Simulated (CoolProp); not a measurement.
The fluid at 495.34 K and 0.174 MPa is compressed adiabatically to 1.38 MPa with isentropic efficiency 0.85. The same conditions are run with several fluids, on thermodynamics alone (safety and materials aside).

Model: reference Helmholtz-energy equation of state of each fluid (dry air: Lemmon 2000; octamethyltrisiloxane (MDM): Thol 2017; dimethyl carbonate: Zhou 2011), in CoolProp. Blends and air are pseudo-pure fits.

Task: Rank dry air, octamethyltrisiloxane (MDM), dimethyl carbonate by work (kJ/kg), highest first.

Result: dry air (467), dimethyl carbonate (113), octamethyltrisiloxane (MDM) (29.7)

```tsv
fluid	final temperature (K)	final phase	final density (kg/m³)
dry air	927.7	gas	5.16
octamethyltrisiloxane (MDM)	557.1	liquid	419
dimethyl carbonate	568.3	gas	29.1
```
